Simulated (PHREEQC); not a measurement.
0.65 g of hydrous ferric oxide (600 m²/g; 0.2 weak and 0.005 strong sites per Fe, Dzombak-Morel constants, diffuse double layer) in 1 kg of water with 0.01 mol/kgw of an inert sodium salt and 0.017 mmol/kgw Ag2SO4, at 25 °C; the pH is set by adding NaOH or the inert anion's acid. Oxygen alone is held at its pressure in air (log pO2 = -0.68). The system is closed to CO2. No solid was allowed to form.

The series has 13 steps of pH, from 4 to 10.

Computed with PHREEQC (ion-association model, wateq4f.dat).

Problem. Near which pH is half of the S sorbed, and on which side is more sorbed?

Solution. Near pH 6.8, with more sorbed at lower pH.

Problem. Near which pH is half of the Ag sorbed, and on which side is more sorbed?

Solution. Near pH 6.6, with more sorbed at higher pH.

Complexes and solids missing from the database can't appear.
